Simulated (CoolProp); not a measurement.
Ethane along the isobar 22.4 MPa: Z from the reference equation and from simpler models built on Tc = 32.2 °C, pc = 4.872 MPa, ω = 0.099; each cubic takes its own stable root.

Computed with CoolProp (reference Helmholtz-energy equation of state, Bücker 2006).

| T (°C) | phase | reference | van der Waals | Redlich-Kwong | Peng-Robinson |
|---|---|---|---|---|---|
| -104.25 | liquid | 0.8284 | 1.232 | 0.8550 | 0.7614 |
| -94.85 | liquid | 0.7982 | 1.181 | ? | 0.7321 |
| -85.55 | liquid | 0.7719 | 1.136 | 0.7958 | ? |
| -76.15 | liquid | 0.7484 | 1.096 | 0.7716 | 0.6846 |
| -66.85 | liquid | 0.7279 | 1.060 | 0.7507 | 0.6655 |
| -57.45 | liquid | 0.7096 | 1.027 | 0.7323 | 0.6487 |
| -48.15 | liquid | 0.6938 | 0.9979 | 0.7166 | 0.6345 |
| -38.75 | liquid | 0.6798 | 0.9714 | 0.7030 | 0.6223 |
| -29.45 | liquid | 0.6679 | 0.9479 | 0.6916 | ? |
| -20.05 | liquid | 0.6576 | 0.9264 | 0.6821 | 0.6043 |
| -10.75 | liquid | 0.6492 | 0.9074 | 0.6745 | 0.5982 |
| -1.35 | liquid | 0.6423 | 0.8901 | 0.6685 | 0.5938 |
| 7.95 | liquid | 0.6371 | 0.8749 | 0.6644 | ? |
| 17.35 | liquid | 0.6334 | 0.8611 | 0.6618 | 0.5908 |
| 26.65 | liquid | 0.6315 | 0.8491 | 0.6609 | 0.5920 |

Question: What belongs in the gaps?

Answer: 
- -94.85, Redlich-Kwong: 0.8232
- -85.55, Peng-Robinson: 0.7069
- -29.45, Peng-Robinson: 0.6124
- 7.95, Peng-Robinson: 0.5914
